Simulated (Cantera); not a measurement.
**Stirred combustor or abatement burner**

A perfectly stirred reactor is fed with 22.9 % H2, 21.1 % O2, 56.0 % N2, equivalence ratio 0.54, at 3750 Torr; it is adiabatic with a 398 K inlet, and is followed from long to short residence time, starting on the burning branch (τ in s: 0.021, 0.011, 0.0057, 0.003, 0.0016, 0.00083, 0.00044, 0.00023, 0.00012, 6.3e-05, 3.3e-05, 1.7e-05, 9.1e-06).

Computed with Cantera and GRI-Mech 3.0 (53 species, 325 reactions). The hydrogen kinetics of GRI-Mech 3.0 are dated; newer H2 mechanisms differ, most at raised pressure.

```csv
τ (s),T (K),x H2,x O2,x H2O2,x NO,x NO2
0.021,2109,0.000271,0.108,5.08e-7,0.000364,8.80e-7
0.011,2108,0.000312,0.108,5.21e-7,0.000212,5.29e-7
0.0057,2107,0.000386,0.108,5.44e-7,0.000129,3.40e-7
0.0030,2104,0.000510,0.108,5.84e-7,8.61e-5,2.43e-7
0.0016,2099,0.000708,0.108,6.51e-7,6.27e-5,1.91e-7
0.00083,2092,0.00104,0.107,7.60e-7,4.84e-5,1.58e-7
0.00044,2082,0.00153,0.107,9.12e-7,3.94e-5,1.32e-7
0.00023,2068,0.00230,0.107,1.12e-6,3.24e-5,1.06e-7
0.00012,2046,0.00346,0.107,1.40e-6,2.69e-5,8.21e-8
6.3e-5,2017,0.00514,0.107,1.76e-6,2.32e-5,6.38e-8
3.3e-5,1975,0.00758,0.107,2.22e-6,2.12e-5,5.16e-8
1.7e-5,1916,0.0112,0.107,2.90e-6,2.03e-5,4.35e-8
9.1e-6,1841,0.0163,0.109,3.93e-6,1.91e-5,3.68e-8
```
x: mole fraction; the columns are a selection and need not sum to one.
